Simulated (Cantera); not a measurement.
Cantera with NASA thermochemical tables; ideal gases at 1 bar, condensed phases pure. Values are per mole of reaction as written; species without (g) are pure solids or liquids, kept so even where they would boil at 1 bar.

Between 1075 and 1875 K, where is each reaction favourable under standard conditions?
- 2 H(g) + NbO2(g) = Nb + 2 OH(g)


- 2 H(g) + NbO2(g) = Nb + 2 OH(g): ΔG° is -48 kJ at 1075 K and 39 kJ at 1875 K; it changes sign between 1475 and 1575 K. ΔH° is -165 kJ and ΔS° -109 J/K at 1875 K.
